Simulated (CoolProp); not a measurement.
A simple Rankine cycle with R1336mzz(Z): condensing at 300.15 K, boiler at 0.329 MPa, turbine inlet 383.4 K, turbine efficiency 0.75, pump efficiency 0.8, no recuperator. Each further row changes one setting.

Values from CoolProp's reference Helmholtz-energy equation of state, McLinden 2020.

```
case                             thermal efficiency (%)  net work (kJ/kg)  heat in (kJ/kg)  turbine exit temperature (K)  volume ratio over the turbine
-------------------------------  ----------------------  ----------------  ---------------  ----------------------------  -----------------------------
as stated                                           7.8              18.8              241                         359.9                           4.10
turbine inlet 403.4 K                               ___              20.0              262                         379.9                            ___
condensing temperature 292.15 K                     ___              22.9              251                         355.1                           5.60
boiler pressure 0.23 MPa                            ___               ___              243                         366.2                            ___
turbine efficiency 0.65                             6.7              16.2              241                         362.5                           4.13
```

Complete the blanks.


- turbine inlet 403.4 K, thermal efficiency (%): 7.6
- turbine inlet 403.4 K, volume ratio over the turbine: 4.07
- condensing temperature 292.15 K, thermal efficiency (%): 9.1
- boiler pressure 0.23 MPa, thermal efficiency (%): 5.9
- boiler pressure 0.23 MPa, net work (kJ/kg): 14.4
- boiler pressure 0.23 MPa, volume ratio over the turbine: 2.85
